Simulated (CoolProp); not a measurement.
Model: reference Helmholtz-energy equation of state, Lemmon 2003, in CoolProp. It is a pseudo-pure fit of the blend.

Problem. For R410A, give the phase and the cp (kJ/(kg K)), speed of sound (m/s), expansivity (1/kK), conductivity (mW/(m K)) at 368.8 K and 3.27 MPa; 368.8 K and 16.3 MPa; 368.8 K and 39.2 MPa.

Solution. 
- 368.8 K and 3.27 MPa: gas; cp 1.25, speed of sound 187, expansivity 6.16, conductivity 21.9
- 368.8 K and 16.3 MPa: supercritical; cp 1.77, speed of sound 349, expansivity 5.67, conductivity 68.8
- 368.8 K and 39.2 MPa: supercritical; cp 1.46, speed of sound 560, expansivity 2.56, conductivity 91.3

Thermal conductivity comes from a separate model (Geller 2001).
